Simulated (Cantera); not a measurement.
A closed system holds: 1 mol SiC, 0.02 mol O2, 35 mol N2, equilibrated at 0.133 bar.

Method: chemical equilibrium by Gibbs-energy minimisation in Cantera with the NASA 1993 tables (ideal gas, pure condensed phases). Candidate condensed phases: C, Si, SiC, SiO2, Si2N2O, Si3N4; 34 gas species. Mutual solubility and eutectic melting of coexisting phases are not modelled. The tables' values for SiN are old estimates; treat these amounts as uncertain. The numbers say what is thermodynamically allowed, not how fast it happens.

x: gas mole fraction; n: condensed amount in mol.

```
T (K)   x N2      x CO       x SiO        x Si    x SiN      x Si2C      x Si2N  n SiC(s)  n Si3N4(s)
-----  -----  --------  ----------  ----------  -------  ----------  ----------  --------  ----------
1825   0.999  0.000830    0.000311     7.29e-6  1.10e-6     8.83e-8     3.67e-7     0.971     0.00595
1850   0.999  0.000740    0.000402     1.34e-5  1.88e-6     1.84e-7     7.94e-7     0.974     0.00375
1875   0.999  0.000642    0.000500     2.43e-5  3.17e-6     3.78e-7     1.68e-6     0.978     0.00129
1900   0.999  0.000596    0.000545     3.93e-5  4.81e-6     6.90e-7     2.89e-6     0.979           0
1925   0.999  0.000607    0.000534     5.71e-5  6.53e-6     1.12e-6     4.03e-6     0.979           0
1950   0.999  0.000622    0.000519     8.13e-5  8.73e-6     1.79e-6     5.48e-6     0.978           0
1975   0.999  0.000643    0.000499    0.000114  1.15e-5     2.80e-6     7.25e-6     0.977           0
2000   0.999  0.000668    0.000473    0.000156  1.48e-5     4.28e-6     9.31e-6     0.976           0
2025   0.999  0.000701    0.000441  (withheld)  1.88e-5  (withheld)  (withheld)     0.975           0
2050   0.999  0.000739    0.000402    0.000275  2.32e-5     9.25e-6     1.38e-5     0.974           0
2075   0.998  0.000785    0.000357    0.000352  2.81e-5     1.31e-5     1.59e-5     0.972           0
2100   0.998  0.000835  (withheld)  (withheld)  3.32e-5  (withheld)     1.75e-5     0.970           0
2125   0.998  0.000888    0.000253    0.000533  3.82e-5     2.39e-5     1.84e-5     0.968           0
```

Q: Complete the blanks.

A: 
- 2100, x SiO: 0.000306
- 2100, x Si: 0.000439
- 2100, x Si2C: 1.79e-5
- 2025, x Si: 0.000210
- 2025, x Si2C: 6.37e-6
- 2025, x Si2N: 1.16e-5
